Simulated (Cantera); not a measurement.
A perfectly stirred reactor is fed with NO : N2 = 1 : 1.8 (molar parts), at 0.0830 bar; it is held at 1973 K, and followed from long to short residence time.

Computed with Cantera and GRI-Mech 3.0 (53 species, 325 reactions).

Question: What does this change do: temperature 1973 to 1950 K?

Answer: 
```json
[
 {"quantity": "x(NO) at τ = 1.40 s", "before": "0.306", "after": "0.317"},
 {"quantity": "x(N2O) at τ = 1.40 s", "before": "3.68e-5", "after": "3.98e-5"},
 {"quantity": "x(O) at τ = 1.40 s", "before": "0.000344", "after": "0.000261"},
 {"quantity": "x(N2) at τ = 1.40 s", "before": "0.668", "after": "0.663"},
 {"quantity": "x(NO2) at τ = 1.40 s", "before": "5.70e-5", "after": "5.52e-5"},
 {"quantity": "x(NO) at τ = 14.0 ms", "before": "0.357", "after": "0.357"},
 {"quantity": "x(N2O) at τ = 14.0 ms", "before": "4.00e-5", "after": "3.77e-5"},
 {"quantity": "x(O) at τ = 14.0 ms", "before": "0.000107", "after": "8.61e-5"},
 {"quantity": "x(N2) at τ = 14.0 ms", "before": "0.643", "after": "0.643"},
 {"quantity": "x(NO2) at τ = 14.0 ms", "before": "1.78e-5", "after": "1.78e-5"}
]
```

Question: What does this change do: NO 1 to 1.8 parts?

Answer: 
```
quantity                 before     after
---------------------  --------  --------
x(NO) at τ = 1.40 s       0.306     0.410
x(N2O) at τ = 1.40 s    3.68e-5   6.35e-5
x(O) at τ = 1.40 s     0.000344  0.000447
x(N2) at τ = 1.40 s       0.668     0.545
x(NO2) at τ = 1.40 s    5.70e-5   9.92e-5
x(NO) at τ = 14.0 ms      0.357     0.499
x(N2O) at τ = 14.0 ms   4.00e-5   7.73e-5
x(O) at τ = 14.0 ms    0.000107  0.000148
x(N2) at τ = 14.0 ms      0.643     0.500
x(NO2) at τ = 14.0 ms   1.78e-5   3.26e-5
```

Question: What does this change do: pressure from 0.0830 bar to 0.133 bar?

Answer: 
```csv
quantity,before,after
x(NO) at τ = 1.40 s,0.306,0.287
x(N2O) at τ = 1.40 s,3.68e-5,3.31e-5
x(O) at τ = 1.40 s,0.000344,0.000306
x(N2) at τ = 1.40 s,0.668,0.678
x(NO2) at τ = 1.40 s,5.70e-5,7.89e-5
x(NO) at τ = 14.0 ms,0.357,0.356
x(N2O) at τ = 14.0 ms,4.00e-5,4.49e-5
x(O) at τ = 14.0 ms,0.000107,0.000103
x(N2) at τ = 14.0 ms,0.643,0.643
x(NO2) at τ = 14.0 ms,1.78e-5,2.83e-5
```
